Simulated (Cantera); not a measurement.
A closed system holds: 1 mol B, a varied amount of H2O, at 0.100 bar.

Cantera equilibrium calculation (NASA polynomials, part measured and part estimated; ideal gas, pure solids and liquids). Candidate condensed phases: B, B2O3, B3O3H3, H2O; 23 gas species. Mutual solubility and eutectic melting of coexisting phases are not modelled. Gases not in the tables: H3BO3. Equilibrium is a limit: real reactors are often held back by kinetics, nucleation or transport.

Question: What condenses at these points (T in °C, n(H2O) in mol): (725, 11); (1325, 15); (1725, 3.1); (725, 1.4); (1125, 9.8); (625, 16)?

Answer: 
| T (°C) | n(H2O) in mol | condensed phases | B condensed (%) |
|---|---|---|---|
| 725 | 11 | B2O3 | 76.7 |
| 1325 | 15 | gas only | 0.0 |
| 1725 | 3.1 | gas only | 0.0 |
| 725 | 1.4 | B + B2O3 | 99.2 |
| 1125 | 9.8 | B2O3 | 69.6 |
| 625 | 16 | B2O3 | 37.8 |
